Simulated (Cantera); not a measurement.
Charge: 1 mol SiH2Cl2, 0.21 mol NH3, 1 mol N2, held at 1050 K and 1330 Pa.

Cantera equilibrium calculation (NASA polynomials, part measured and part estimated; ideal gas, pure solids and liquids). Candidate condensed phases: NH4Cl, Si, Si3N4; 28 gas species. The tables' values for SiCl3 are old estimates; treat these amounts as uncertain. The numbers say what is thermodynamically allowed, not how fast it happens.

### Question
What is the equilibrium state?

### Answer
```
Quantity                             Result
--------------------------------  ---------
x(HCl)                                0.433
x(H2)                                 0.273
x(N2)                                 0.215
x(SiCl4)                             0.0774
x(SiHCl3)                          0.000507
x(SiCl3)                           0.000269
x(SiCl2)                            1.70e-5
n(Si3N4(s))                       0.263 mol
gas amount                        2.684 mol
log10 activity of Si(s) (absent)      -4.88
```
